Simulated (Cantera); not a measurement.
Feed: 1 mol Cu, 0.0055 mol O2, 11 mol N2, 3.4 mol CO, held at 10.0 Torr.

Equilibrium computed with Cantera from the NASA thermochemical tables; the gas is ideal and each condensed phase is pure. Candidate condensed phases: C, Cu, CuO, Cu2O; 27 gas species. Kinetics and transport are ignored.

Q: Which condensed phases are stable at each of these points (T (°C)): 825, 925, 1025, 1125, 1225, 1325, 1425, 1525, 1625, 1725?

A: 
```tsv
T (°C)	condensed phases	Cu condensed (%)
825	Cu(s)	100.0
925	Cu(s)	100.0
1025	Cu(s)	100.0
1125	Cu(l)	99.9
1225	Cu(l)	99.1
1325	Cu(l)	95.8
1425	Cu(l)	83.0
1525	Cu(l)	40.3
1625	gas only	0.0
1725	gas only	0.0
```

From 825 °C to 1025 °C the condensed part is Cu(s). From 1125 °C to 1525 °C the condensed part is Cu(l). From 1625 °C to 1725 °C nothing is condensed.
